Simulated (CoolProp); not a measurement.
Vapour-liquid equilibrium of chloromethane (R40) (1) + isobutene (2) at 313 K; x and y are mole fractions of (1).

Computed with CoolProp (multi-fluid Helmholtz-energy mixture model, Thol 2014 and Lemmon 2005; pair parameters Bell 2016).

Give the bubble pressure and the first vapour's composition at x = 0.35, 0.55, 0.75. Is there an azeotrope?

x = 0.35: 0.6385 MPa, y = 0.488; x = 0.55: 0.7164 MPa, y = 0.667; x = 0.75: 0.7871 MPa, y = 0.822. No azeotrope shows between x = 0.05 and 0.95.

Pair parameters are fitted to limited data, so mixtures are less certain than the pure fluids.
